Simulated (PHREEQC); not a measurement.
Solution (75 °C): 0.007 mol/kgw NaHCO3, 0.2 mol/kgw KOH and 0.007 mol/kgw LiCl. Closed to the air; pH follows from the charge balance.

Model: ion-association model, phreeqc.dat, run in PHREEQC.

This is a speciation only: nothing precipitates in the calculation.

**Question.** Order these C species by the share of C that they hold, largest first: HCO3-, NaCO3-, CO3-2.

**Answer.** CO3-2 (80 %), NaCO3- (20 %), HCO3- (0.62 %)

The pH is 11.81 and the ionic strength 0.218 mol/kgw. Constants without temperature data keep their 25 °C values here.
